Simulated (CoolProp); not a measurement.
A simple Rankine cycle with isobutane: condensing at 316.15 K, boiler at 3.08 MPa, turbine inlet 399.9 K, turbine efficiency 0.6, pump efficiency 0.8, no recuperator. Each further row changes one setting.

Model: reference Helmholtz-energy equation of state, Bücker 2006, in CoolProp.

```csv
case,thermal efficiency (%),net work (kJ/kg),heat in (kJ/kg),turbine exit temperature (K),volume ratio over the turbine
as stated,8.3,32.0,386,339.5,7.83
turbine inlet 419.9 K,8.5,39.1,457,370.9,6.61
condensing temperature 308.15 K,9.1,?,?,335.0,9.74
boiler pressure 2.16 MPa,7.3,31.8,435,?,4.29
turbine efficiency 0.5,?,25.7,386,342.6,7.93
```

### Question
Fill in the missing entries.

### Answer

- condensing temperature 308.15 K, net work (kJ/kg): 37.1
- condensing temperature 308.15 K, heat in (kJ/kg): 406
- boiler pressure 2.16 MPa, turbine exit temperature (K): 364.1
- turbine efficiency 0.5, thermal efficiency (%): 6.7
